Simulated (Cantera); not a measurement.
A closed system holds: 1 mol C2H2, 4.7 mol H2O, 1.1 mol CO2, held at 1.50 mbar.

Cantera equilibrium calculation (NASA polynomials, part measured and part estimated; ideal gas, pure solids and liquids). Candidate condensed phases: C, C6H6, C7H8, C8H18, H2O; 110 gas species. Equilibrium is a limit: real reactors are often held back by kinetics, nucleation or transport.

Question: Which condensed phases are stable at each of these points (T (K)): 623, 823, 1023, 1223, 1423, 1623, 1823, 2023, 2223, 2423, 2623?

Answer: 
```json
[
 {"T (K)": "623", "condensed phases": "C(graphite)", "C condensed (%)": "4.5"},
 {"T (K)": "823", "condensed phases": "gas only", "C condensed (%)": "0.0"},
 {"T (K)": "1023", "condensed phases": "gas only", "C condensed (%)": "0.0"},
 {"T (K)": "1223", "condensed phases": "gas only", "C condensed (%)": "0.0"},
 {"T (K)": "1423", "condensed phases": "gas only", "C condensed (%)": "0.0"},
 {"T (K)": "1623", "condensed phases": "gas only", "C condensed (%)": "0.0"},
 {"T (K)": "1823", "condensed phases": "gas only", "C condensed (%)": "0.0"},
 {"T (K)": "2023", "condensed phases": "gas only", "C condensed (%)": "0.0"},
 {"T (K)": "2223", "condensed phases": "gas only", "C condensed (%)": "0.0"},
 {"T (K)": "2423", "condensed phases": "gas only", "C condensed (%)": "0.0"},
 {"T (K)": "2623", "condensed phases": "gas only", "C condensed (%)": "0.0"}
]
```

At 623 K the condensed part is C(graphite). From 823 K to 2623 K nothing is condensed.
